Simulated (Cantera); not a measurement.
An isothermal, constant-pressure homogeneous reactor starts with N2O : H2 : N2 = 1 : 0.0026 : 0.74 (molar parts), at 1600 K and 97.5 Torr. Integrator tolerance rtol = 1e-08.

Detailed kinetics in Cantera: GRI-Mech 3.0 (53 species, 325 reactions). GRI-Mech 3.0 was tuned for natural gas; its chemistry of N2O as a main component is partial and can be far from experiment. The temperature is held fixed by assumption; the heat of reaction is taken as removed at once.

Problem. What does this change do: N2O 1 to 3.8 parts?

Solution. 
```csv
quantity,before,after
x(N2O) at 10.0 s,4.45e-6 (gas-phase equilibrium 4.23e-8),8.17e-6 (gas-phase equilibrium 4.42e-8)
x(H2) at 10.0 s,5.28e-8 (gas-phase equilibrium 4.50e-8),1.59e-8 (gas-phase equilibrium 1.34e-8)
x(O2) at 10.0 s,0.163 (gas-phase equilibrium 0.221),0.214 (gas-phase equilibrium 0.294)
x(H2O2) at 10.0 s,6.01e-11 (gas-phase equilibrium 6.95e-11),2.37e-11 (gas-phase equilibrium 2.75e-11)
x(O) at 10.0 s,1.65e-5 (gas-phase equilibrium 1.90e-5),1.89e-5 (gas-phase equilibrium 2.19e-5)
x(NO) at 10.0 s,0.118 (gas-phase equilibrium 0.00198),0.160 (gas-phase equilibrium 0.00217)
x(H) at 10.0 s,3.51e-8 (gas-phase equilibrium 3.22e-8),1.93e-8 (gas-phase equilibrium 1.76e-8)
```
